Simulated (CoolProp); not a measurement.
Vapour-liquid equilibrium of n-heptane (1) + n-dodecane (2) at 0.221 bar; x and y are mole fractions of (1).

Model: multi-fluid Helmholtz-energy mixture model, Span 2003 and Lemmon 2004; pair parameters Bell 2016, in CoolProp.

| x | bubble temperature (°C) | y at the bubble point | dew temperature at overall composition x (°C) | liquid density (mol/L) |
|---|---|---|---|---|
| 0.05 | 138.7 | 0.556 | 159.7 | 3.944 |
| 0.15 | 109.4 | 0.878 | 156.4 | 4.235 |
| 0.25 | 92.7 | 0.951 | 152.8 | 4.483 |
| 0.35 | 82.0 | 0.975 | 148.8 | 4.720 |
| 0.45 | 74.5 | 0.986 | 144.3 | 4.958 |
| 0.55 | 68.9 | 0.992 | 139.0 | 5.204 |
| 0.65 | 64.5 | 0.995 | 132.7 | 5.463 |
| 0.75 | 61.0 | 0.997 | 124.7 | 5.740 |
| 0.85 | 57.9 | 0.998 | 113.6 | 6.038 |
| 0.95 | 55.2 | 1.000 | 92.9 | 6.361 |

No azeotrope shows between x = 0.05 and 0.95.

Pair parameters are fitted to limited data, so mixtures are less certain than the pure fluids. The gap from Raoult's law changes sign with composition, which may be real or a fault of the pair parameters; it wasn't checked against measurements.
